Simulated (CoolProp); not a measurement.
A Linde-Hampson liquefier for nitrogen: isothermal reversible compression at 280 K from 1 atm to 10 MPa, throttling to 1 atm, return gas leaving the recuperator 10 K below the feed. Each further row changes one setting.

Values from CoolProp's reference Helmholtz-energy equation of state, Span 2000.

```json
[
 {"case": "as stated", "liquid yield per pass": "0.030", "compression work (kJ/kg of gas)": "380"},
 {"case": "high pressure 20 MPa", "liquid yield per pass": "0.068", "compression work (kJ/kg of gas)": "438"},
 {"case": "warm-end temperature 310 K", "liquid yield per pass": "0.017", "compression work (kJ/kg of gas)": "423"},
 {"case": "warm-end gap 15 K", "liquid yield per pass": "0.018", "compression work (kJ/kg of gas)": "380"}
]
```
